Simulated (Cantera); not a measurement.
Source: NASA polynomial tables (part measured, part estimated), evaluated in Cantera. Values are per mole of reaction as written; species without (g) are pure solids or liquids, kept so even where they would boil at 1 bar.

2 Pb + S₂(g) = 2 PbS(g)

```json
[
 {"T (K)": "300", "ΔH° (kJ)": "(withheld)", "ΔS° (J/K)": "(withheld)", "ΔG° (kJ)": "(withheld)", "log10 K": "(withheld)"},
 {"T (K)": "398", "ΔH° (kJ)": "133.6", "ΔS° (J/K)": "140.2", "ΔG° (kJ)": "77.8", "log10 K": "-10.21"},
 {"T (K)": "423", "ΔH° (kJ)": "133.1", "ΔS° (J/K)": "139.1", "ΔG° (kJ)": "74.3", "log10 K": "-9.17"},
 {"T (K)": "448", "ΔH° (kJ)": "(withheld)", "ΔS° (J/K)": "(withheld)", "ΔG° (kJ)": "(withheld)", "log10 K": "(withheld)"},
 {"T (K)": "473", "ΔH° (kJ)": "132.2", "ΔS° (J/K)": "137.0", "ΔG° (kJ)": "67.4", "log10 K": "-7.44"},
 {"T (K)": "498", "ΔH° (kJ)": "131.7", "ΔS° (J/K)": "136.1", "ΔG° (kJ)": "64.0", "log10 K": "-6.71"},
 {"T (K)": "523", "ΔH° (kJ)": "131.2", "ΔS° (J/K)": "135.1", "ΔG° (kJ)": "60.6", "log10 K": "-6.05"},
 {"T (K)": "548", "ΔH° (kJ)": "130.7", "ΔS° (J/K)": "134.2", "ΔG° (kJ)": "57.2", "log10 K": "-5.45"}
]
```

Question: What belongs in the gaps?

Answer: 
- 300, ΔH° (kJ): 135.2
- 300, ΔS° (J/K): 144.8
- 300, ΔG° (kJ): 91.7
- 300, log10 K: -15.97
- 448, ΔH° (kJ): 132.7
- 448, ΔS° (J/K): 138.1
- 448, ΔG° (kJ): 70.8
- 448, log10 K: -8.26
